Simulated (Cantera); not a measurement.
A perfectly stirred reactor is fed with H2 : O2 = 0.017 : 1 (molar parts), equivalence ratio 0.0085, at 2670 Pa; it is held at 1348 K, and followed from long to short residence time.

Cantera simulation using GRI-Mech 3.0 (53 species, 325 reactions); the numbers are that mechanism's predictions, not measurements. Radical loss at walls, strong at low pressure, is not modelled.

Task: What does this change do: 0.01 parts H2O added?

Result: 
| quantity | before | after |
|---|---|---|
| x(H2) at τ = 18.0 s | 5.59e-6 | 6.00e-6 |
| x(O2) at τ = 18.0 s | 0.983 | 0.973 |
| x(H2O) at τ = 18.0 s | 0.0167 | 0.0263 |
| x(H) at τ = 18.0 s | 2.28e-6 | 2.01e-6 |
| x(O) at τ = 18.0 s | 0.000268 | 0.000210 |
| x(H2) at τ = 84.0 ms | 0.000129 | 0.000149 |
| x(O2) at τ = 84.0 ms | 0.976 | 0.967 |
| x(H2O) at τ = 84.0 ms | 0.0158 | 0.0253 |
| x(H) at τ = 84.0 ms | 0.000277 | 0.000269 |
| x(O) at τ = 84.0 ms | 0.00646 | 0.00545 |
